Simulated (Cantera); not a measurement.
Charge: 1 mol Ti, 2.4 mol O2, 1.2 mol H2, equilibrated at 81.0 Pa.

Equilibrium computed with Cantera from the NASA thermochemical tables; the gas is ideal and each condensed phase is pure. Candidate condensed phases: H2O, Ti, TiO, TiO2, Ti2O3, Ti3O5, Ti4O7; 12 gas species. Equilibrium is a limit: real reactors are often held back by kinetics, nucleation or transport.

x: gas mole fraction; n: condensed amount in mol.

```csv
T (K),x H2O,x O2,x OH,x O,x H2,x H,x TiO2,n TiO2(rutile)
1600,0.598,0.399,0.00301,0.000322,0.000221,2.84e-5,(withheld),1.00
1650,0.596,0.398,0.00436,0.000574,0.000390,6.30e-5,(withheld),1.00
1700,0.595,0.397,0.00616,0.000990,0.000666,0.000134,(withheld),1.000
1750,0.592,0.396,0.00854,0.00165,0.00110,0.000271,(withheld),1.000
1800,0.589,0.395,0.0116,0.00269,0.00177,0.000530,(withheld),1.000
1850,0.584,0.392,0.0155,0.00424,0.00278,0.000997,(withheld),1.000
1900,0.578,0.389,0.0203,0.00654,0.00424,0.00181,(withheld),1.000
1950,0.569,0.386,0.0262,0.00985,0.00630,0.00320,(withheld),1.000
2000,0.557,0.381,0.0332,0.0145,0.00915,0.00547,(withheld),0.999
2050,0.541,0.374,0.0414,0.0209,0.0130,0.00908,(withheld),0.999
2100,0.520,0.366,0.0506,0.0295,0.0179,0.0147,(withheld),0.997
```

Q: What belongs in the gaps?

A: 
- 1600, x TiO2: 2.71e-8
- 1650, x TiO2: 1.10e-7
- 1700, x TiO2: 4.10e-7
- 1750, x TiO2: 1.42e-6
- 1800, x TiO2: 4.55e-6
- 1850, x TiO2: 1.37e-5
- 1900, x TiO2: 3.89e-5
- 1950, x TiO2: 0.000105
- 2000, x TiO2: 0.000267
- 2050, x TiO2: 0.000649
- 2100, x TiO2: 0.00151
